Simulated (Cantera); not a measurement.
**Thermodynamics of aluminium nitride and oxide growth, feed Al + NH3 + N2**

Feed: 1 mol Al, 5.6 mol NH3, 830 mol N2, at 600 K and 100000 Pa.

Equilibrium computed with Cantera from the NASA thermochemical tables; the gas is ideal and each condensed phase is pure. Candidate condensed phases: Al, AlN; 13 gas species. Equilibrium is a limit: real reactors are often held back by kinetics, nucleation or transport.

```json
{
 "x(N2)": "0.990",
 "x(H2)": "0.00993",
 "x(NH3)": "4.10e-5",
 "n(AlN(s))": "1.00 mol",
 "gas_amount": "840.7 mol",
 "log10 activity of Al(s) (absent)": "-22.20"
}
```
